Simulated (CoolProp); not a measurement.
Computed with CoolProp (reference Helmholtz-energy equation of state, Lemmon 2006). It is a short technical equation, of lower accuracy than the large ones.

Problem. Give the vapour pressure (MPa), vapour density (kg/m³), enthalpy of vaporisation (kJ/kg), liquid cp (kJ/(kg K)) of saturated C3F8 (R218) at -86.35, -67.85, -65.25 °C.

Solution. 
| T (°C) | p (MPa) | vapour density (kg/m³) | enthalpy of vaporisation (kJ/kg) | liquid cp (kJ/(kg K)) |
|---|---|---|---|---|
| -86.35 | 0.00518 | 0.632 | 121 | 0.877 |
| -67.85 | 0.0192 | 2.16 | 116 | 0.911 |
| -65.25 | 0.0226 | 2.51 | 115 | 0.916 |
